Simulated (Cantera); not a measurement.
Charge: 1 mol SiCl4, 0.88 mol Cl2, 4.4 mol H2, held at 1348 K and 35000 Pa.

These are equilibrium values from Cantera (NASA tables, ideal gas, pure condensed phases), not measurements of a reactor. Candidate condensed phases: Si; 19 gas species. The tables' values for SiCl3 are old estimates; treat these amounts as uncertain. Kinetics and transport are ignored.

Base state: H2 0.527, HCl 0.315, SiCl4 0.125, SiCl3 0.0131, SiHCl3 0.0119, SiCl2 0.00683, SiH2Cl2 0.000164 (mole fractions); condensed: gas only.

**Question.** What changes in the equilibrium state with this change: Cl2 from 0.88 to 0.59 mol?

**Answer.** 
| species | before | after |
|---|---|---|
| H2 | 0.527 | 0.587 |
| HCl | 0.315 | 0.249 |
| SiCl4 | 0.125 | 0.119 |
| SiCl2 | 0.00683 | 0.0116 |
| SiHCl3 | 0.0119 | 0.0159 |
| SiCl3 | 0.0131 | 0.0166 |
| SiH2Cl2 | 0.000164 | 0.000310 |

**Question.** What changes in the equilibrium state with this change: temperature from 1348 K to 1400 K?

**Answer.** 
```json
[
 {"species": "H2", "before": "0.527", "after": "0.512"},
 {"species": "HCl", "before": "0.315", "after": "0.333"},
 {"species": "SiCl4", "before": "0.125", "after": "0.110"},
 {"species": "SiCl2", "before": "0.00683", "after": "0.0139"},
 {"species": "SiCl3", "before": "0.0131", "after": "0.0190"},
 {"species": "SiHCl3", "before": "0.0119", "after": "0.0120"},
 {"species": "SiH2Cl2", "before": "0.000164", "after": "0.000197"}
]
```

**Question.** What changes in the equilibrium state with this change: Cl2 from 0.88 to 2.3 mol?

**Answer.** 
```
species    before     after
-------  --------  --------
HCl         0.315     0.605
H2          0.527     0.266
SiCl4       0.125     0.121
SiHCl3     0.0119   0.00301
SiCl3      0.0131   0.00466
SiH2Cl2  0.000164   1.09e-5
SiCl2     0.00683  0.000903
```
